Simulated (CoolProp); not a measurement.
Values from CoolProp's reference Helmholtz-energy equation of state, Lemmon 2006. It is a short technical equation, of lower accuracy than the large ones.

Q: For C3F8 (R218), give the phase and the Z, speed of sound (m/s), Prandtl number at 51.85 °C and 2.26 MPa; 114.05 °C and 2.26 MPa.

A: 
- 51.85 °C and 2.26 MPa: liquid; Z 0.136, speed of sound 191, Prandtl number 3.80
- 114.05 °C and 2.26 MPa: gas; Z 0.784, speed of sound 108, Prandtl number 0.841

Viscosity comes from a separate model (Huber 2003), an estimate that may be off by 10 % or more. Thermal conductivity comes from a separate model (Huber 2003), an estimate that may be off by 10 % or more.
